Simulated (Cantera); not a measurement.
Feed: 1 mol Fe, 0.14 mol SO₂, 3.7 mol H₂, 0.66 mol CO₂, held at 1273.15 K and 11.0 bar.

Method: chemical equilibrium by Gibbs-energy minimisation in Cantera with the NASA 1993 tables (ideal gas, pure condensed phases). Candidate condensed phases: C, C₆H₆, C₇H₈, C₈H₁₈, Fe, Fe(CO)₅, FeO, Fe(OH)₂, Fe(OH)₃, FeS, FeSO₄, FeS₂, Fe₂O₃, Fe₂(SO₄)₃, Fe₃O₄, H₂O, H₂SO₄, S; 127 gas species. Metal and sulfide melt together well below either melting point, which pure phases cannot show. Mutual solubility and eutectic melting of coexisting phases are not modelled. FeS: taken at fixed stoichiometry. Rates play no part.

Base state: H₂ 0.648, H₂O 0.196, CO 0.127, CO₂ 0.0231, H₂S 0.00404, CH₄ 0.00237, COS 2.53e-5 (mole fractions); condensed: Fe(γ) + FeS(s).

What changes in the equilibrium state with this change: CO₂ from 0.66 to 0.022 mol?


| species | before | after |
|---|---|---|
| H₂ | 0.648 | 0.907 |
| H₂O | 0.196 | 0.0816 |
| H₂S | 0.00404 | 0.00565 |
| CO | 0.127 | 0.00502 |
| CO₂ | 0.0231 | 0.000273 |
| COS | 2.53e-5 | 1.01e-6 |
| CH₄ | 0.00237 | 0.000619 |
| Fe(γ), mol | 0.878 | 0.881 |
| FeS(s), mol | 0.122 | 0.119 |

What changes in the equilibrium state with this change: CO₂ from 0.66 to 1.8 mol?


| species | before | after |
|---|---|---|
| H₂ | 0.648 | 0.500 |
| CO | 0.127 | 0.271 |
| H₂O | 0.196 | 0.167 |
| CO₂ | 0.0231 | 0.0549 |
| COS | 2.53e-5 | 5.78e-5 |
| H₂S | 0.00404 | 0.00332 |
| Fe(γ), mol | 0.878 | 0 |
| FeS(s), mol | 0.122 | 0.122 |
| FeO(s), mol | 0 | 0.878 |
The tables' stoichiometric FeO is somewhat more stable than real wüstite, so its field is too wide. FeO, FeS: taken at fixed stoichiometry.
